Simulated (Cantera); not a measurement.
Charge: 1 mol SiCl4, 6.9 mol NO, 9.1 mol N2, held at 2.93 Torr.

These are equilibrium values from Cantera (NASA tables, ideal gas, pure condensed phases), not measurements of a reactor. Candidate condensed phases: Si, SiO2, Si2N2O, Si3N4; 23 gas species. The tables hold silica as quartz up to 1696 K and as liquid above; real silica turns to tridymite and cristobalite and melts near 1996 K. The numbers say what is thermodynamically allowed, not how fast it happens.

x: gas mole fraction; n: condensed amount in mol.

```tsv
T (°C)	x N2	x Cl	x O2	x Cl2	x NO	n SiO2(β-quartz)	n SiO2(condensed)
577	0.738	0.000153	0.144	0.118	3.60e-6	1.00	0
677	0.738	[?]	0.144	0.117	[?]	1.00	0
777	0.737	0.00431	0.144	0.115	4.22e-5	1.00	0
877	0.733	[?]	0.143	0.110	[?]	1.00	0
977	0.724	0.0387	0.141	0.0960	0.000222	1.00	0
1077	0.708	0.0818	0.138	0.0719	0.000416	1.00	0
1177	0.688	0.135	0.134	0.0420	0.000709	1.00	0
1277	0.672	0.177	0.131	0.0187	0.00113	1.00	0
1377	0.664	0.198	0.129	0.00710	0.00171	1.000	0
1477	0.661	0.206	0.128	0.00268	0.00249	0	1.000
1577	0.659	0.208	0.127	0.00107	0.00348	0	1.000
```

Question: What belongs in the gaps?

Answer: 
- 877, x Cl: 0.0145
- 877, x NO: 0.000104
- 677, x Cl: 0.000969
- 677, x NO: 1.41e-5
